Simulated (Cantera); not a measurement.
An isothermal, constant-pressure homogeneous reactor starts with 62.9 % NO, 37.1 % N2, at 1750 K and 160000 Pa.

Detailed kinetics in Cantera: GRI-Mech 3.0 (53 species, 325 reactions).

One state of this run: x NO = 0.135; x O2 = 0.247; x O = 2.97e-5; x N2 = 0.618; x NO2 = 0.000515; x N2O = 7.47e-6. x: mole fraction; the columns are a selection and need not sum to one.

Task: Which value of t (s) does it belong to?
A) 10.0
B) 0.0398
C) 0.000158
D) 0.631

Result: A, 10.0
